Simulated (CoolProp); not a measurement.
Vapour-liquid equilibrium of n-butane (1) + cis-2-butene (2) at 4.61 bar; x and y are mole fractions of (1).

The numbers come from the multi-fluid Helmholtz-energy mixture model, Bücker 2006 and Lemmon 2005; pair parameters Bell 2016 in CoolProp.

### Question
Give the bubble temperature and the first vapour's composition at x = 0.45, 0.65, 0.85. Is there an azeotrope?

### Answer
x = 0.45: 321.9 K, y = 0.473; x = 0.65: 321.2 K, y = 0.665; x = 0.85: 320.7 K, y = 0.857. No azeotrope shows between x = 0.05 and 0.95.

The pair parameters rest on a limited set of measurements; away from them the model extrapolates.
